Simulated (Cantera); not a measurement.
A Cantera script and its output.

```python
import numpy as np
import cantera as ct

gas = ct.Solution("gri30.yaml")
gas.TPX = 1348, 13332, {'N2O': 1, 'H2O': 0.18}
reactor = ct.IdealGasConstPressureReactor(gas, energy="off", clone=False)
net = ct.ReactorNet([reactor])
net.rtol, net.atol = 1e-08, 1e-18
show = ['N2O', 'H2O', 'H', 'H2', 'O', 'N2']
times = np.geomspace(6e-06, 1, 10)

steps = ct.SolutionArray(gas, extra=["t"])
rows = []
print(f"{'t/s':>10s}{'T/K':>9s}{'P/Pa':>11s}" + "".join(f"{s:>11s}" for s in show))
for t in times:
    while net.time < t:
        t_next = net.step()
        steps.append(gas.state, t=t_next)
    rows.append([np.interp(t, steps.t, y) for y in (steps.T, steps.P, *steps(*show).X.T)])
    print(f"{t:10.3e}{rows[-1][0]:9.1f}{rows[-1][1]:11.4g}" + "".join(f"{x:11.3e}" for x in rows[-1][2:]))
rate = np.gradient(steps.T, steps.t)
print("integrator steps:", len(steps.t))
if steps.T.max() > steps.T[0] + 200:
    print(f"time of steepest temperature rise: {steps.t[rate.argmax()]:.4e} s")
gas.TPX = 1348, 13332, {'N2O': 1, 'H2O': 0.18}
gas.equilibrate("TP")
print(f"equilibrium (TP): T = {gas.T:.1f} K  " + "  ".join(f"{s} {gas[s].X[0]:.3e}" for s in show))
```

Output:

```
       t/s      T/K       P/Pa        N2O        H2O          H         H2          O         N2
 6.000e-06   1348.0  1.333e+04  8.474e-01  1.525e-01  1.066e-11  1.351e-13  3.933e-06  4.705e-06
 2.282e-05   1348.0  1.333e+04  8.474e-01  1.525e-01  7.065e-10  4.391e-11  1.118e-05  2.039e-05
 8.681e-05   1348.0  1.333e+04  8.473e-01  1.525e-01  1.188e-08  5.060e-09  1.849e-05  9.377e-05
 3.302e-04   1348.0  1.333e+04  8.468e-01  1.525e-01  5.799e-08  1.654e-07  1.912e-05  4.000e-04
 1.256e-03   1348.0  1.333e+04  8.449e-01  1.523e-01  1.182e-07  1.540e-06  1.969e-05  1.646e-03
 4.777e-03   1348.0  1.333e+04  8.375e-01  1.519e-01  1.282e-07  3.217e-06  1.976e-05  6.490e-03
 1.817e-02   1348.0  1.333e+04  8.102e-01  1.505e-01  1.200e-07  2.298e-06  1.922e-05  2.442e-02
 6.912e-02   1348.0  1.333e+04  7.179e-01  1.455e-01  1.095e-07  1.559e-06  1.809e-05  8.514e-02
 2.629e-01   1348.0  1.333e+04  4.743e-01  1.325e-01  1.164e-07  1.394e-06  1.643e-05  2.454e-01
 1.000e+00   1348.0  1.333e+04  1.336e-01  1.142e-01  1.394e-07  1.633e-06  1.297e-05  4.706e-01
integrator steps: 1154
equilibrium (TP): T = 1348.0 K  N2O 1.144e-08  H2O 1.071e-01  H 2.086e-09  H2 1.070e-07  O 6.133e-07  N2 5.950e-01
```

Detailed kinetics in Cantera: GRI-Mech 3.0 (53 species, 325 reactions). GRI-Mech 3.0 was tuned for natural gas; its chemistry of N2O as a main component is partial and can be far from experiment. The mechanism lacks the step 2 NO + O2 → 2 NO2, which can matter for NO2 below about 1400 K. The temperature is held fixed by assumption; the heat of reaction is taken as removed at once.
